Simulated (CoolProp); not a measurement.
Carbonyl sulfide along the isobar 15.9 MPa: fugacity coefficient from the reference equation and from simpler models built on Tc = 378.8 K, pc = 6.369 MPa, ω = 0.098; each cubic takes its own stable root.

Model: reference Helmholtz-energy equation of state, Lemmon 2006, in CoolProp. It is a short technical equation, of lower accuracy than the large ones.

| T (K) | phase | reference |
|---|---|---|
| 263.6 | liquid | 0.04127 |
| 276.7 | liquid | 0.05923 |
| 289.8 | liquid | 0.08160 |
| 302.9 | liquid | 0.1085 |
| 315.9 | liquid | 0.1396 |
| 329 | liquid | 0.1752 |
| 342.1 | liquid | 0.2146 |
| 355.2 | liquid | 0.2573 |
| 368.3 | liquid | 0.3026 |
| 381.3 | supercritical | 0.3492 |

**Question.** How far does each simpler model (van der Waals, Redlich-Kwong, Soave-Redlich-Kwong, Peng-Robinson) lie from the reference over these 10 states: mean and median of the absolute difference, and the worst?

**Answer.** 
- van der Waals: mean 73.5 %, median 57.5 %, worst +184.7 % at 263.6 K and 15.9 MPa
- Redlich-Kwong: mean 8.6 %, median 9.1 %, worst +12.0 % at 263.6 K and 15.9 MPa
- Soave-Redlich-Kwong: mean 3.7 %, median 4.0 %, worst +4.2 % at 355.2 K and 15.9 MPa
- Peng-Robinson: mean 2.3 %, median 2.3 %, worst -2.4 % at 276.7 K and 15.9 MPa
